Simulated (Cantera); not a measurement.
Charge: 1 mol B2O3, 0.17 mol O2, 49 mol H2, 1.1 mol N2, at 133 Pa.

Cantera equilibrium calculation (NASA polynomials, part measured and part estimated; ideal gas, pure solids and liquids). Candidate condensed phases: B, BN, B2O3, B3O3H3, H2O; 39 gas species. Rates play no part.

What share of the B ends up in condensed phases as a function of T (K), at 1075, 1125, 1175, 1225, 1275, 1325, 1375, 1425, 1475, 1525, 1575, 1625, 1675, 1725?


```json
[
 {"T (K)": "1075", "B condensed (%)": "99.4", "as": "B2O3(l)"},
 {"T (K)": "1125", "B condensed (%)": "98.5", "as": "B2O3(l)"},
 {"T (K)": "1175", "B condensed (%)": "96.8", "as": "B2O3(l)"},
 {"T (K)": "1225", "B condensed (%)": "93.8", "as": "B2O3(l)"},
 {"T (K)": "1275", "B condensed (%)": "88.8", "as": "B2O3(l)"},
 {"T (K)": "1325", "B condensed (%)": "80.9", "as": "B2O3(l)"},
 {"T (K)": "1375", "B condensed (%)": "68.4", "as": "B2O3(l)"},
 {"T (K)": "1425", "B condensed (%)": "43.4", "as": "B2O3(l)"},
 {"T (K)": "1475", "B condensed (%)": "0.0", "as": "-"},
 {"T (K)": "1525", "B condensed (%)": "0.0", "as": "-"},
 {"T (K)": "1575", "B condensed (%)": "0.0", "as": "-"},
 {"T (K)": "1625", "B condensed (%)": "0.0", "as": "-"},
 {"T (K)": "1675", "B condensed (%)": "0.0", "as": "-"},
 {"T (K)": "1725", "B condensed (%)": "0.0", "as": "-"}
]
```
